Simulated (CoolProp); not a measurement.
Vapour-liquid equilibrium of R22 (1) + R142b (2) at 328.8 K; x and y are mole fractions of (1).

Values from CoolProp's multi-fluid Helmholtz-energy mixture model, Kamei 1995 and Lemmon 2006; pair parameters Bell 2016.

```
x     bubble pressure, mixture model (bar)  bubble pressure, Raoult's law (bar)  y, mixture model  y, Raoult's law
----  ------------------------------------  -----------------------------------  ----------------  ---------------
0.05                                 8.478                                8.583             0.104            0.129
0.15                                 9.679                                10.00             0.277            0.331
0.25                                 10.89                                11.42             0.415            0.483
0.35                                 12.13                                12.84             0.531            0.601
0.45                                 13.43                                14.26             0.631            0.696
0.55                                 14.80                                15.68             0.718            0.774
0.65                                 16.25                                17.10             0.794            0.839
0.75                                 17.79                                18.52             0.862            0.894
0.85                                 19.43                                19.94             0.922            0.941
0.95                                 21.16                                21.36             0.976            0.982
```

The largest gap from Raoult's law is -5.8 % in bubble pressure, at x = 0.45. No azeotrope shows between x = 0.05 and 0.95.

The pair parameters rest on a limited set of measurements; away from them the model extrapolates.
